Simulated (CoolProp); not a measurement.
Nitrous oxide at 393.53 K and 9.25 MPa is throttled through a valve to 3.04 MPa with no heat exchange. Each further row changes one setting.

Model: reference Helmholtz-energy equation of state, Lemmon 2006, in CoolProp. It is a short technical equation, of lower accuracy than the large ones.

```csv
case,temperature change (K),final density (kg/m³)
as stated,___,___
outlet pressure 0.912 MPa,___,___
outlet pressure 3.95 MPa,___,___
```

**Question.** Complete the blanks.

**Answer.** 
- as stated, temperature change (K): -38.8
- as stated, final density (kg/m³): 50.3
- outlet pressure 0.912 MPa, temperature change (K): -55.3
- outlet pressure 0.912 MPa, final density (kg/m³): 14.8
- outlet pressure 3.95 MPa, temperature change (K): -32.2
- outlet pressure 3.95 MPa, final density (kg/m³): 65.8
